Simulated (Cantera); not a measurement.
Boron, boron nitride and boron oxide: B2O3 + H2O + N2

Feed: 1 mol B2O3, a varied amount of H2O, 2.2 mol N2, held at 2002 °C and 750 Torr.

These are equilibrium values from Cantera (NASA tables, ideal gas, pure condensed phases), not measurements of a reactor. Candidate condensed phases: B, BN, B2O3, B3O3H3, H2O; 39 gas species. Equilibrium is a limit: real reactors are often held back by kinetics, nucleation or transport.

| n(H2O) (mol) | x H2O | x N2 | x HBO2 | x B2O3 | x H2 | x OH | x BO2 | x O2 |
|---|---|---|---|---|---|---|---|---|
| 0.64 | 0.0508 | 0.570 | 0.220 | 0.146 | 0.00417 | 0.00104 | 0.00542 | 0.000478 |
| 0.81 | 0.0734 | 0.546 | 0.243 | 0.124 | 0.00498 | 0.00137 | 0.00548 | 0.000700 |
| 1 | 0.0998 | 0.521 | 0.260 | 0.104 | 0.00579 | 0.00173 | 0.00543 | 0.000956 |
| 1.3 | 0.142 | 0.485 | 0.274 | 0.0811 | 0.00692 | 0.00225 | 0.00524 | 0.00135 |
| 1.6 | 0.182 | 0.455 | 0.278 | 0.0652 | 0.00788 | 0.00271 | 0.00498 | 0.00172 |
| 2 | 0.233 | 0.419 | 0.276 | 0.0503 | 0.00897 | 0.00325 | 0.00464 | 0.00217 |
| 2.5 | 0.289 | 0.382 | 0.268 | 0.0380 | 0.0101 | 0.00380 | 0.00424 | 0.00264 |
| 3.2 | 0.356 | 0.340 | 0.251 | 0.0272 | 0.0113 | 0.00442 | 0.00376 | 0.00319 |
| 4 | 0.419 | 0.302 | 0.232 | 0.0198 | 0.0124 | 0.00497 | 0.00332 | 0.00368 |
| 5 | 0.482 | 0.265 | 0.210 | 0.0141 | 0.0134 | 0.00550 | 0.00289 | 0.00416 |
| 6.3 | 0.545 | 0.229 | 0.186 | 0.00976 | 0.0144 | 0.00601 | 0.00247 | 0.00463 |
| 7.9 | 0.604 | 0.195 | 0.163 | 0.00672 | 0.0152 | 0.00646 | 0.00209 | 0.00505 |
x: gas mole fraction; nothing condenses.

From 0.64 mol H2O to 7.9 mol H2O nothing is condensed. The main B-bearing gas is B2O3 at 0.64 mol H2O and HBO2 at 7.9 mol H2O.
